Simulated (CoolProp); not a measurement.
Properties of R1234yf at several states (Tc = 367.8 K, pc = 3384 kPa, ω = 0.276).

Model: reference Helmholtz-energy equation of state, Lemmon 2022, in CoolProp.

| T (K) | p (kPa) | phase | density (kg/m³) | cp (kJ/(kg K)) | Prandtl number | fugacity coefficient |
|---|---|---|---|---|---|---|
| 259.1 | 2770 | liquid | … | 1.247 | 3.98 | 0.07181 |
| 375.4 | 890 | gas | … | … | … | … |
| 191.6 | 247 | liquid | 1400 | … | … | … |

Q: What belongs in the gaps?

A: 
- 259.1, density (kg/m³): 1228
- 375.4, density (kg/m³): 35.79
- 375.4, cp (kJ/(kg K)): 1.090
- 375.4, Prandtl number: 0.825
- 375.4, fugacity coefficient: 0.9151
- 191.6, cp (kJ/(kg K)): 1.122
- 191.6, Prandtl number: 7.51
- 191.6, fugacity coefficient: 0.01968

Viscosity comes from a separate model (Bell 2016), an estimate that may be off by 10 % or more. Thermal conductivity comes from a separate model (Perkins 2011).
